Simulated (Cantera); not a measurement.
A closed system holds: 1 mol Cu, 0.49 mol F2, 2.5 mol N2, equilibrated at 0.0133 bar.

Cantera equilibrium calculation (NASA polynomials, part measured and part estimated; ideal gas, pure solids and liquids). Candidate condensed phases: Cu, CuF2; 11 gas species. Mutual solubility and eutectic melting of coexisting phases are not modelled. The numbers say what is thermodynamically allowed, not how fast it happens.

### Question
Which condensed phases are stable at each of these points (T (°C)): 127, 202, 277, 352, 427, 502, 577, 652, 727, 802, 877, 952, 1027?

### Answer
```json
[
 {"T (°C)": "127", "condensed phases": "Cu(s) + CuF2(s)", "Cu condensed (%)": "100.0"},
 {"T (°C)": "202", "condensed phases": "Cu(s) + CuF2(s)", "Cu condensed (%)": "100.0"},
 {"T (°C)": "277", "condensed phases": "Cu(s) + CuF2(s)", "Cu condensed (%)": "100.0"},
 {"T (°C)": "352", "condensed phases": "Cu(s) + CuF2(s)", "Cu condensed (%)": "100.0"},
 {"T (°C)": "427", "condensed phases": "Cu(s) + CuF2(s)", "Cu condensed (%)": "100.0"},
 {"T (°C)": "502", "condensed phases": "Cu(s) + CuF2(s)", "Cu condensed (%)": "100.0"},
 {"T (°C)": "577", "condensed phases": "Cu(s) + CuF2(s)", "Cu condensed (%)": "100.0"},
 {"T (°C)": "652", "condensed phases": "Cu(s) + CuF2(s)", "Cu condensed (%)": "100.0"},
 {"T (°C)": "727", "condensed phases": "Cu(s) + CuF2(s)", "Cu condensed (%)": "99.5"},
 {"T (°C)": "802", "condensed phases": "Cu(s) + CuF2(s)", "Cu condensed (%)": "96.2"},
 {"T (°C)": "877", "condensed phases": "Cu(s) + CuF2(l)", "Cu condensed (%)": "79.3"},
 {"T (°C)": "952", "condensed phases": "Cu(s)", "Cu condensed (%)": "30.3"},
 {"T (°C)": "1027", "condensed phases": "Cu(s)", "Cu condensed (%)": "19.3"}
]
```

From 127 °C to 802 °C the condensed part is Cu(s) + CuF2(s). At 877 °C the condensed part is Cu(s) + CuF2(l). From 952 °C to 1027 °C the condensed part is Cu(s).
